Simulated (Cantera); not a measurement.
Charge: 1 mol SiC, 4.8 mol H2O, 7.5 mol N2, 0.69 mol CO2, held at 750 Torr.

Cantera equilibrium calculation (NASA polynomials, part measured and part estimated; ideal gas, pure solids and liquids). Candidate condensed phases: C, C6H6, C7H8, C8H18, H2O, Si, SiC, SiO2, Si2N2O, Si3N4; 151 gas species. The tables hold silica as quartz up to 1696 K and as liquid above; real silica turns to tridymite and cristobalite and melts near 1996 K. Gases not in the tables: Si(OH)4. Kinetics and transport are ignored.

### Question
Which condensed phases are stable at each of these points (T (°C)): 1125, 1200, 1275, 1350, 1425, 1500, 1575, 1650?

### Answer
| T (°C) | condensed phases | Si condensed (%) |
|---|---|---|
| 1125 | SiO2(β-quartz) | 100.0 |
| 1200 | SiO2(β-quartz) | 100.0 |
| 1275 | SiO2(β-quartz) | 100.0 |
| 1350 | SiO2(β-quartz) | 100.0 |
| 1425 | SiO2(condensed) | 100.0 |
| 1500 | SiO2(condensed) | 100.0 |
| 1575 | SiO2(condensed) | 100.0 |
| 1650 | SiO2(condensed) | 100.0 |

From 1125 °C to 1350 °C the condensed part is SiO2(β-quartz). From 1425 °C to 1650 °C the condensed part is SiO2(condensed).
